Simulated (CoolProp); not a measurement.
Saturation properties of tetradecamethylhexasiloxane (MD4M).

Computed with CoolProp (reference Helmholtz-energy equation of state, Thol 2019).

```csv
T (K),p (MPa),liquid cp (kJ/(kg K)),vapour Z
296.3,5.865e-7,1.705,1.0000
317.9,5.150e-6,1.759,1.0000
339.5,3.157e-5,1.808,0.9998
361.1,0.0001452,1.856,0.9993
382.6,0.0005265,1.901,0.9979
404.2,0.001590,1.946,0.9948
425.8,0.004112,1.989,0.9891
447.4,0.009359,2.032,0.9794
468.9,0.01911,2.074,0.9646
490.5,0.03589,2.116,0.9433
512.1,0.06272,2.158,0.9144
533.7,0.1032,2.203,0.8767
555.2,0.1614,2.250,0.8288
```

It boils at 532.8 K under 1 atm.
